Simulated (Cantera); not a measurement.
A perfectly stirred reactor is fed with 28.2 % CO, 1.33 % H2, 14.8 % O2, 55.6 % N2, at 19.0 bar; it is adiabatic with a 398 K inlet, and is followed from long to short residence time, starting on the burning branch (τ in s: 0.035, 0.013, 0.0051, 0.0019, 0.00072, 0.00027, 0.0001, 3.9e-05, 1.5e-05, 5.5e-06).

Computed with Cantera and GRI-Mech 3.0 (53 species, 325 reactions). The hydrogen kinetics of GRI-Mech 3.0 are dated; newer H2 mechanisms differ, most at raised pressure. The pressure lies above the range GRI-Mech 3.0 was tuned for (to about 10 atm).

Question: Predict: blow-out, bracketed by the residence times tried; x(CO) at τ = 35.0 ms; x(H2) at τ = 35.0 ms; x(O2) at τ = 35.0 ms; x(NO) at τ = 35.0 ms; x(HO2) at τ = 35.0 ms; x(CO) at τ = 0.270 ms; x(H2) at τ = 0.270 ms; x(O2) at τ = 0.270 ms; x(NO) at τ = 0.270 ms; x(HO2) at τ = 0.270 ms.

Answer: 
```json
{
 "blow_out_bracketed_by_the_residence_times_tried": "burning at 39.0 µs, out at 15.0 µs",
 "x(CO) at τ = 35.0 ms": "0.0294",
 "x(H2) at τ = 35.0 ms": "0.000225",
 "x(O2) at τ = 35.0 ms": "0.0116",
 "x(NO) at τ = 35.0 ms": "0.00486",
 "x(HO2) at τ = 35.0 ms": "1.44e-6",
 "x(CO) at τ = 0.270 ms": "0.0564",
 "x(H2) at τ = 0.270 ms": "0.000441",
 "x(O2) at τ = 0.270 ms": "0.0264",
 "x(NO) at τ = 0.270 ms": "0.000899",
 "x(HO2) at τ = 0.270 ms": "7.74e-6"
}
```
